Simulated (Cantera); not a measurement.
Charge: 1 mol HMDSO, 3.5 mol NO, held at 575 K.

These are equilibrium values from Cantera (NASA tables, ideal gas, pure condensed phases), not measurements of a reactor. Candidate condensed phases: C, C6H6, C7H8, C8H18, H2O, Si, SiC, SiO2, Si2N2O, Si3N4; 151 gas species. The feed counts by its element totals alone. The numbers say what is thermodynamically allowed, not how fast it happens.

x: gas mole fraction; n: condensed amount in mol.

```csv
P (Pa),x H2,x CH4,x N2,x H2O,x CO2,n C(graphite),n SiO2(α-quartz)
5,0.795,0.00613,0.161,0.0211,0.00846,5.75,2.00
26,0.762,0.0293,0.166,0.0350,0.00490,5.61,2.00
140,…,…,…,…,…,…,2.00
710,0.452,0.281,0.208,0.0566,0.00133,3.62,2.00
3700,0.250,0.448,0.236,0.0650,0.00110,2.66,2.00
19000,…,…,0.253,0.0701,0.00104,…,2.00
100000,0.0560,0.608,0.262,0.0727,0.00102,1.93,2.00
```

Problem. Some entries are withheld; supply them.

Solution. 
- 19000, x H2: 0.123
- 19000, x CH4: 0.553
- 19000, n C(graphite): 2.16
- 140, x H2: 0.653
- 140, x CH4: 0.116
- 140, x N2: 0.181
- 140, x H2O: 0.0466
- 140, x CO2: 0.00219
- 140, n C(graphite): 4.85
